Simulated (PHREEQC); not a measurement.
A solution holds 58 mmol/kgw CuSO4 and 4 mmol/kgw HNO3, at 25 °C. Closed to the air; pH follows from the charge balance.

The numbers come from PHREEQC with the ion-association model, wateq4f.dat.

Task: The ionic strength comes out as 0.131 mol/kgw. What activity coefficients do H+, HSO4-, SO4-2, NO3-, Cu+2 get?

Result: H+ 0.81, HSO4- 0.76, SO4-2 0.34, NO3- 0.73, Cu+2 0.37.

Precipitation was switched off in this run. Species that the database lacks are ignored.
